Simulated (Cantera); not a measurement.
Input (Python, Cantera):

```python
import numpy as np
import cantera as ct

gas = ct.Solution("gri30.yaml")
gas.TPX = 1348, 1500, {'H2': 0.014, 'O2': 1, 'N2': 0.2}
reactor = ct.IdealGasConstPressureReactor(gas, energy="off", clone=False)
net = ct.ReactorNet([reactor])
net.rtol, net.atol = 1e-08, 1e-18
show = ['H2', 'O2', 'H2O', 'OH', 'H', 'O']
times = np.geomspace(1e-05, 20, 9)

steps = ct.SolutionArray(gas, extra=["t"])
rows = []
print(f"{'t/s':>10s}{'T/K':>9s}{'P/Pa':>11s}" + "".join(f"{s:>11s}" for s in show))
for t in times:
    while net.time < t:
        t_next = net.step()
        steps.append(gas.state, t=t_next)
    rows.append([np.interp(t, steps.t, y) for y in (steps.T, steps.P, *steps(*show).X.T)])
    print(f"{t:10.3e}{rows[-1][0]:9.1f}{rows[-1][1]:11.4g}" + "".join(f"{x:11.3e}" for x in rows[-1][2:]))
rate = np.gradient(steps.T, steps.t)
print("integrator steps:", len(steps.t))
if steps.T.max() > steps.T[0] + 200:
    print(f"time of steepest temperature rise: {steps.t[rate.argmax()]:.4e} s")
gas.TPX = 1348, 1500, {'H2': 0.014, 'O2': 1, 'N2': 0.2}
gas.equilibrate("TP")
print(f"equilibrium (TP): T = {gas.T:.1f} K  " + "  ".join(f"{s} {gas[s].X[0]:.3e}" for s in show))
```

Output:

```
       t/s      T/K       P/Pa         H2         O2        H2O         OH          H          O
 1.000e-05   1348.0       1500  1.153e-02  8.237e-01  3.534e-12  2.070e-10  9.779e-10  2.082e-10
 6.132e-05   1348.0       1500  1.153e-02  8.237e-01  5.287e-10  4.513e-09  3.095e-09  4.683e-09
 3.761e-04   1348.0       1500  1.153e-02  8.237e-01  4.780e-08  6.729e-08  1.313e-08  7.913e-08
 2.306e-03   1348.0       1500  1.138e-02  8.236e-01  1.088e-04  7.685e-05  1.236e-05  9.653e-05
 1.414e-02   1348.0       1500  6.078e-05  8.132e-01  1.058e-02  1.319e-03  4.650e-04  9.549e-03
 8.672e-02   1348.0       1500  4.629e-05  8.155e-01  1.078e-02  1.152e-03  3.041e-04  7.165e-03
 5.318e-01   1348.0       1500  1.409e-05  8.205e-01  1.123e-02  6.379e-04  4.925e-05  2.109e-03
 3.261e+00   1348.0       1500  1.053e-06  8.225e-01  1.151e-02  1.750e-04  9.875e-07  1.546e-04
 2.000e+01   1348.0       1500  6.430e-08  8.227e-01  1.158e-02  4.333e-05  1.490e-08  9.416e-06
integrator steps: 1388
equilibrium (TP): T = 1348.0 K  H2 2.074e-08  O2 8.224e-01  H2O 1.159e-02  OH 2.463e-05  H 2.739e-09  O 3.041e-06
```

Cantera simulation using GRI-Mech 3.0 (53 species, 325 reactions); the numbers are that mechanism's predictions, not measurements. Radical loss at walls, strong at low pressure, is not modelled.
